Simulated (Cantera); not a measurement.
Input (Python, Cantera) and output of one run.

```python
import numpy as np
import cantera as ct

gas_names = """
    C CO CO2 C2 C2O C3 C3O2 C4 C5 Ca CaO Ca2 O O2 O3
""".split()
cond_names = """
    C(gr) Ca(a) Ca(b) Ca(L) CaCO3(caL) CaO(s) CaO(L)
""".split()


# ... load() reads the species with a 1 bar reference pressure and builds the phases ...
atoms = {
    'CaCO3': {'Ca': 1, 'C': 1, 'O': 3},
    'O2': {'O': 2},
}
top_T = {'C(gr)': 4500}  # K; cautious upper limits of use, not melting points


# ... equilibrate(T, P, feed) seeds the gas with the atoms and calls Mixture.equilibrate('TP', solver="vcs", rtol=1e-11, max_steps=5000) ...
results = []
feed = {'CaCO3': 1, 'O2': 2.6}  # mol
T = 1775  # K
P = 310000  # Pa
mix = equilibrate(T, P, feed)
results.append((T, P, feed, dict(zip(mix.species_names, mix.species_moles))))
x = sorted(zip(gas.X, gas.species_names), reverse=True)
print(f"T = {T:g} K  P = {P:g} Pa  gas = {mix.phase_moles(0):.4g} mol")
print("   x: " + "  ".join(f"{s} {v:.3e}" for v, s in x if v > 0.001))
print("   condensed (mol): " + ("  ".join(f"{mix.phase(i).name} {mix.phase_moles(i):.4g}"
      for i in range(1, mix.n_phases) if mix.phase_moles(i) > 1e-12) or "none"))
```

Result:

```
T = 1775 K  P = 310000 Pa  gas = 3.6 mol
   x: O2 7.222e-01  CO2 2.777e-01
   condensed (mol): CaO(s) 1
```

Cantera equilibrium calculation (NASA polynomials, part measured and part estimated; ideal gas, pure solids and liquids).
